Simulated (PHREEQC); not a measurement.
PHREEQC input (ion-association model, wateq4f.dat):

```
SOLUTION_MASTER_SPECIES
  An  An-  0  An  62.0  # stands for a non-complexing anion
SOLUTION_SPECIES
  An- = An-
    -log_k 0
    -gamma 3.0 0
  PO4-3 + 3H+ = H3PO4  # constants of phreeqc.dat
    -log_k 21.721
    -delta_h -10.1 kJ
PHASES
  Fix_H+
    H+ = H+
    -log_k 0
SOLUTION 1
  temp 25
  units mmol/kgw
  pH 7 charge
  P 1.6
  Na 302.32
  As(5) 0.36
  An 300
END
SELECTED_OUTPUT 1
  -reset false
  -pH true
  -pe true
  -ionic_strength true
  -water true
  -totals As Na P As(3) As(5)
  -molalities Hfo_wOH Hfo_wOH2+ Hfo_wO- Hfo_sOH Hfo_sOH2+ Hfo_sO- Hfo_wH2PO4 Hfo_wHPO4- Hfo_wPO4-2 Hfo_wH2AsO4
    Hfo_wHAsO4- Hfo_wOHAsO4-3
USER_PUNCH 1
  -headings sigma psi
  10 PUNCH EDL("sigma", "Hfo"), EDL("psi", "Hfo")
PRINT
  -reset false
USE solution 1
SURFACE 1
  Hfo_wOH 0.00269663 600 1.2
  Hfo_sOH 6.74157e-05
EQUILIBRIUM_PHASES 1
  Fix_H+ -3 HAn 10
    -force_equality true
  O2(g) -0.68 10
END
# ... the last block is repeated for the other 16 points of pH, with NaOH or the acid as the point needs
```

Selected output (columns that matter, 17 of 17 rows; pH added in front):

```
pH	mu	As	Na	P	m_Hfo_wOH	m_Hfo_wOH2+	m_Hfo_wO-	m_Hfo_sOH	m_Hfo_sOH2+	m_Hfo_sO-	m_Hfo_wH2PO4	m_Hfo_wHPO4-	sigma	psi
3	0.30398	3.7794e-07	0.30231	9.101e-06	4.7588e-07	0.00074561	6.9579e-12	4.2998e-08	6.737e-05	6.2869e-13	0.0015663	2.4539e-05	0.10492	0.064775
3.38	0.30322	3.7322e-07	0.30231	9.1548e-06	1.0555e-06	0.00074508	3.4252e-11	9.5361e-08	6.7318e-05	3.0947e-12	0.0015373	5.3456e-05	0.10009	0.062779
3.75	0.30288	4.0482e-07	0.30231	1.0008e-05	2.138e-06	0.00074488	1.4058e-10	1.9294e-07	6.722e-05	1.2687e-11	0.0014852	0.00010464	0.091611	0.059033
4.12	0.3027	4.8156e-07	0.30231	1.1938e-05	3.9418e-06	0.00074508	4.7774e-10	3.5477e-07	6.7059e-05	4.2997e-11	0.0014051	0.00018248	0.078743	0.052856
4.5	0.30258	6.3202e-07	0.30231	1.5664e-05	6.6567e-06	0.00074624	1.3603e-09	5.9603e-07	6.6817e-05	1.218e-10	0.0012988	0.0002844	0.061916	0.043798
4.88	0.30249	8.9879e-07	0.30231	2.2221e-05	1.0284e-05	0.00074944	3.2329e-09	9.1254e-07	6.6501e-05	2.8687e-10	0.0011785	0.00039697	0.043413	0.032384
5.25	0.30241	1.3376e-06	0.30231	3.2937e-05	1.4838e-05	0.00075603	6.6716e-09	1.2976e-06	6.6115e-05	5.8343e-10	0.0010547	0.00050813	0.025332	0.01969
5.62	0.30234	2.0526e-06	0.30231	5.0268e-05	2.0902e-05	0.00076801	1.3032e-08	1.7861e-06	6.5626e-05	1.1136e-09	0.00092481	0.00061785	0.0078045	0.0062013
6	0.30229	3.2271e-06	0.30231	7.8517e-05	3.001e-05	0.00078831	2.6172e-08	2.4721e-06	6.4939e-05	2.156e-09	0.0007805	0.00072935	-0.0096476	-0.0076568
6.38	0.30224	5.0869e-06	0.30231	0.00012269	4.513e-05	0.00081919	5.6955e-08	3.5197e-06	6.3889e-05	4.442e-09	0.00061982	0.00083819	-0.026612	-0.020641
6.75	0.30223	7.8872e-06	0.30231	0.00018685	7.2401e-05	0.0008588	1.3983e-07	5.2407e-06	6.2163e-05	1.0121e-08	0.00044972	0.00093067	-0.04221	-0.031598
7.12	0.30226	1.2049e-05	0.30231	0.00027418	0.00012574	0.00089669	4.0394e-07	8.2874e-06	5.91e-05	2.6623e-08	0.00028552	0.0009828	-0.056125	-0.040413
7.5	0.30232	1.8346e-05	0.30231	0.00038824	0.00023103	0.00091082	1.3425e-06	1.3624e-05	5.3711e-05	7.9167e-08	0.00015368	0.00095686	-0.0688	-0.047666
7.88	0.3024	2.7777e-05	0.30231	0.0005367	0.00041435	0.00088228	4.4579e-06	2.1469e-05	4.5714e-05	2.3098e-07	7.1914e-05	0.00082904	-0.081636	-0.054319
8.25	0.30251	3.9923e-05	0.30231	0.00072719	0.00068108	0.00080952	1.3127e-05	3.0534e-05	3.6292e-05	5.8851e-07	3.0204e-05	0.00062379	-0.096426	-0.061228
8.62	0.30316	5.0517e-05	0.30284	0.00095058	0.0010163	0.00068699	3.4441e-05	3.9426e-05	2.6652e-05	1.3361e-06	1.0876e-05	0.00039495	-0.11429	-0.068617
9	0.30386	5.3722e-05	0.30345	0.0011678	0.0013621	0.00051319	8.2817e-05	4.6894e-05	1.7668e-05	2.8513e-06	3.1266e-06	0.0002037	-0.13479	-0.076079
```

Complexes and solids missing from the database can't appear. H3PO4, which wateq4f.dat lacks, is added to it with the constant of phreeqc.dat. The oxide is taken as insoluble; below pH 4 it would dissolve.
